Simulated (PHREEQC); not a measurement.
Solution (25 °C): 0.019 mol/kgw H2SiF6, 0.032 mol/kgw NaF and 0.00028 mol/kgw H3PO4. Closed to the air; pH follows from the charge balance.

Computed with PHREEQC (ion-association model, wateq4f.dat).

```yaml
pH: 2.11
ionic_strength: 0.0602 mol/kgw
total_alkalinity: -114 meq/kg
```

| species | molality | activity | log γ |
|---|---|---|---|
| Na+ | 0.0320 | 0.0260 | -0.090 |
| HF | 0.0253 | 0.0256 | 0.006 |
| SiF6-2 | 0.0190 | 0.00836 | -0.357 |
| H+ | 0.00920 | 0.00778 | -0.073 |
| F- | 0.00275 | 0.00220 | -0.098 |
| H2F2 | 0.00169 | 0.00171 | 0.006 |
| HF2- | 0.000271 | 0.000216 | -0.098 |
| H2PO4- | 0.000146 | 0.000119 | -0.087 |
| H3PO4 | 0.000134 | 0.000136 | 0.006 |

This is a speciation only: nothing precipitates in the calculation. H3PO4, which wateq4f.dat lacks, is added to it with the constant of phreeqc.dat. SiF6-2 is the database's only silicon fluoride.
